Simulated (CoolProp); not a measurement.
Vapour-liquid equilibrium of R22 (1) + n-hexane (2) at 0.229 MPa; x and y are mole fractions of (1).

The numbers come from the multi-fluid Helmholtz-energy mixture model, Kamei 1995 and Thol 2019; pair parameters Bell 2016 in CoolProp.

Q: Give the bubble temperature and the first vapour's composition at x = 0.275, 0.575, 0.8. Is there an azeotrope?

A: x = 0.275: 4.9 °C, y = 0.971; x = 0.575: -11.2 °C, y = 0.991; x = 0.8: -16.8 °C, y = 0.996. No azeotrope shows between x = 0.05 and 0.95.

Pair parameters are fitted to limited data, so mixtures are less certain than the pure fluids.
